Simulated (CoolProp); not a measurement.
Computed with CoolProp (reference Helmholtz-energy equation of state, Zhou 2016).

Task: For R245ca, give the phase and the cv (kJ/(kg K)), speed of sound (m/s), fugacity coefficient at 355.7 K and 5280 kPa; 391.1 K and 5280 kPa; 450 K and 5280 kPa.

Result: 
- 355.7 K and 5280 kPa: liquid; cv 1.07, speed of sound 547, fugacity coefficient 0.120
- 391.1 K and 5280 kPa: liquid; cv 1.12, speed of sound 416, fugacity coefficient 0.242
- 450 K and 5280 kPa: supercritical; cv 1.22, speed of sound 167, fugacity coefficient 0.533
